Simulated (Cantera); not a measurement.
Cantera run, input and output.

```python
import numpy as np
import cantera as ct

gas = ct.Solution("gri30.yaml")
gas.TPX = 1375, 4000, {'N2O': 1}
reactor = ct.IdealGasConstPressureReactor(gas, energy="off", clone=False)
net = ct.ReactorNet([reactor])
net.rtol, net.atol = 1e-08, 1e-18
show = ['N2O', 'O', 'NO', 'N2', 'NO2']
times = np.geomspace(0.0002, 20, 10)

steps = ct.SolutionArray(gas, extra=["t"])
rows = []
print(f"{'t/s':>10s}{'T/K':>9s}{'P/Pa':>11s}" + "".join(f"{s:>11s}" for s in show))
for t in times:
    while net.time < t:
        t_next = net.step()
        steps.append(gas.state, t=t_next)
    rows.append([np.interp(t, steps.t, y) for y in (steps.T, steps.P, *steps(*show).X.T)])
    print(f"{t:10.3e}{rows[-1][0]:9.1f}{rows[-1][1]:11.4g}" + "".join(f"{x:11.3e}" for x in rows[-1][2:]))
rate = np.gradient(steps.T, steps.t)
print("integrator steps:", len(steps.t))
if steps.T.max() > steps.T[0] + 200:
    print(f"time of steepest temperature rise: {steps.t[rate.argmax()]:.4e} s")
gas.TPX = 1375, 4000, {'N2O': 1}
gas.equilibrate("TP")
print(f"equilibrium (TP): T = {gas.T:.1f} K  " + "  ".join(f"{s} {gas[s].X[0]:.3e}" for s in show))
```

It prints:

```
       t/s      T/K       P/Pa        N2O          O         NO         N2        NO2
 2.000e-04   1375.0       4000  9.999e-01  1.730e-05  9.938e-06  6.616e-05  5.670e-12
 7.188e-04   1375.0       4000  9.995e-01  1.923e-05  5.156e-05  2.727e-04  1.519e-10
 2.583e-03   1375.0       4000  9.983e-01  1.923e-05  2.035e-04  1.020e-03  2.330e-09
 9.283e-03   1375.0       4000  9.939e-01  1.923e-05  7.477e-04  3.695e-03  2.964e-08
 3.336e-02   1375.0       4000  9.782e-01  1.923e-05  2.677e-03  1.318e-02  3.131e-07
 1.199e-01   1375.0       4000  9.245e-01  1.922e-05  9.282e-03  4.567e-02  2.236e-06
 4.309e-01   1375.0       4000  7.607e-01  1.917e-05  2.942e-02  1.448e-01  9.750e-06
 1.549e+00   1375.0       4000  4.051e-01  1.895e-05  7.298e-02  3.601e-01  2.989e-05
 5.565e+00   1375.0       4000  6.203e-02  1.671e-05  1.140e-01  5.683e-01  5.591e-05
 2.000e+01   1375.0       4000  6.775e-04  2.473e-06  1.193e-01  6.065e-01  1.658e-04
integrator steps: 1085
equilibrium (TP): T = 1375.0 K  N2O 8.619e-09  O 1.848e-06  NO 7.310e-04  N2 6.663e-01  NO2 1.490e-06
```

Detailed kinetics in Cantera: GRI-Mech 3.0 (53 species, 325 reactions). GRI-Mech 3.0 was tuned for natural gas; its chemistry of N2O as a main component is partial and can be far from experiment. Radical loss at walls, strong at low pressure, is not modelled. The mechanism lacks the step 2 NO + O2 → 2 NO2, which can matter for NO2 below about 1400 K. The temperature is held fixed by assumption; the heat of reaction is taken as removed at once.
